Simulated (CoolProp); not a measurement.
n-undecane along the isobar 2.29 MPa: Z from the reference equation and from simpler models built on Tc = 365.7 °C, pc = 1.990 MPa, ω = 0.539; each cubic takes its own stable root.

The numbers come from the reference Helmholtz-energy equation of state, Aleksandrov 2011 in CoolProp. It is a short technical equation, of lower accuracy than the large ones.

```json
[
 {"T (°C)": "29.35", "phase": "liquid", "reference": "0.1937", "van der Waals": "0.3603", "Soave-Redlich-Kwong": "0.2342"},
 {"T (°C)": "35.75", "phase": "liquid", "reference": "0.1909", "van der Waals": "0.3545", "Soave-Redlich-Kwong": "0.2303"},
 {"T (°C)": "42.05", "phase": "liquid", "reference": "0.1883", "van der Waals": "0.3491", "Soave-Redlich-Kwong": "0.2266"},
 {"T (°C)": "48.45", "phase": "liquid", "reference": "0.1858", "van der Waals": "0.3438", "Soave-Redlich-Kwong": "0.2231"},
 {"T (°C)": "54.75", "phase": "liquid", "reference": "0.1834", "van der Waals": "0.3388", "Soave-Redlich-Kwong": "0.2198"},
 {"T (°C)": "61.15", "phase": "liquid", "reference": "0.1811", "van der Waals": "0.3340", "Soave-Redlich-Kwong": "0.2166"},
 {"T (°C)": "67.45", "phase": "liquid", "reference": "0.1790", "van der Waals": "0.3295", "Soave-Redlich-Kwong": "0.2136"},
 {"T (°C)": "73.75", "phase": "liquid", "reference": "0.1769", "van der Waals": "0.3252", "Soave-Redlich-Kwong": "0.2107"},
 {"T (°C)": "80.15", "phase": "liquid", "reference": "0.1749", "van der Waals": "0.3210", "Soave-Redlich-Kwong": "0.2079"},
 {"T (°C)": "86.45", "phase": "liquid", "reference": "0.1730", "van der Waals": "0.3171", "Soave-Redlich-Kwong": "0.2053"},
 {"T (°C)": "92.85", "phase": "liquid", "reference": "0.1712", "van der Waals": "0.3132", "Soave-Redlich-Kwong": "0.2028"},
 {"T (°C)": "99.15", "phase": "liquid", "reference": "0.1695", "van der Waals": "0.3096", "Soave-Redlich-Kwong": "0.2005"},
 {"T (°C)": "105.45", "phase": "liquid", "reference": "0.1678", "van der Waals": "0.3062", "Soave-Redlich-Kwong": "0.1982"},
 {"T (°C)": "111.85", "phase": "liquid", "reference": "0.1662", "van der Waals": "0.3028", "Soave-Redlich-Kwong": "0.1961"},
 {"T (°C)": "118.15", "phase": "liquid", "reference": "0.1647", "van der Waals": "0.2997", "Soave-Redlich-Kwong": "0.1941"},
 {"T (°C)": "124.55", "phase": "liquid", "reference": "0.1633", "van der Waals": "0.2967", "Soave-Redlich-Kwong": "0.1921"}
]
```
